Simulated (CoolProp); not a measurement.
Dimethyl carbonate along the isotherm 600 K: density (kg/m³) from the reference equation and from simpler models built on Tc = 557.0 K, pc = 4.909 MPa, ω = 0.346; each cubic takes its own stable root.

The numbers come from the reference Helmholtz-energy equation of state, Zhou 2011 in CoolProp.

```tsv
p (MPa)	phase	reference
0.155	gas	2.823
0.276	gas	5.061
0.491	gas	9.115
0.873	gas	16.58
1.55	gas	30.73
2.76	gas	59.78
4.91	supercritical	132.2
8.73	supercritical	408.7
15.5	supercritical	595.0
27.6	supercritical	692.7
49.1	supercritical	773.4
```

Task: How far does each simpler model (ideal gas, van der Waals, Redlich-Kwong, Peng-Robinson) lie from the reference over these 11 states: mean and median of the absolute difference, and the worst?

Result: 
- ideal gas: mean 20.5 %, median 14.6 %, worst -61.4 % at 600 K and 8.73 MPa
- van der Waals: mean 8.0 %, median 0.9 %, worst -26.6 % at 600 K and 49.1 MPa
- Redlich-Kwong: mean 2.4 %, median 0.5 %, worst -8.7 % at 600 K and 15.5 MPa
- Peng-Robinson: mean 1.7 %, median 0.8 %, worst -6.2 % at 600 K and 8.73 MPa
